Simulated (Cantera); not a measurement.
An adiabatic, constant-pressure homogeneous reactor starts with 16.2 % H₂, 17.6 % O₂, 66.2 % N₂, equivalence ratio 0.46, at 1275 K and 8.40 bar.

Computed with Cantera and GRI-Mech 3.0 (53 species, 325 reactions). The hydrogen kinetics of GRI-Mech 3.0 are dated; newer H2 mechanisms differ, most at raised pressure.

Question: Predict: time of steepest temperature rise; temperature at 3.00 s; equilibrium temperature; x(H₂) at 3.00 s; x(O₂) at 3.00 s; x(N₂O) at 3.00 s; x(NO) at 3.00 s; x(NO₂) at 3.00 s; x(H₂O) at 3.00 s; x(O) at 3.00 s.

Answer: 
- time of steepest temperature rise: 7.14 µs
- temperature at 3.00 s: 2361 K
- equilibrium temperature: 2361 K
- x(H₂) at 3.00 s: 0.000560 (gas-phase equilibrium 0.000560)
- x(O₂) at 3.00 s: 0.0964 (gas-phase equilibrium 0.0964)
- x(N₂O) at 3.00 s: 1.75e-6 (gas-phase equilibrium 1.75e-6)
- x(NO) at 3.00 s: 0.0115 (gas-phase equilibrium 0.0115)
- x(NO₂) at 3.00 s: 2.33e-5 (gas-phase equilibrium 2.33e-5)
- x(H₂O) at 3.00 s: 0.172 (gas-phase equilibrium 0.172)
- x(O) at 3.00 s: 0.000754 (gas-phase equilibrium 0.000754)
